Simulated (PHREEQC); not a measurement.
Make-up at 54 °C: 0.0019 mol/kgw NaH2PO4 and 0.16 mol/kgw NaOH. Closed to the air; pH follows from the charge balance.

Equilibrium calculation in PHREEQC: ion-association model, phreeqc.dat.

Precipitation was switched off in this run.

**Question.** Predict the pH, density.

**Answer.** pH 12.21; density 0.993 g/cm³.

**Question.** In which forms is P present?

**Answer.** PO4-3 87 %, HPO4-2 12 %, NaHPO4- 1.2 % of the P.

At this temperature some constants are extrapolated from 25 °C, and those without enthalpy data are left unchanged.
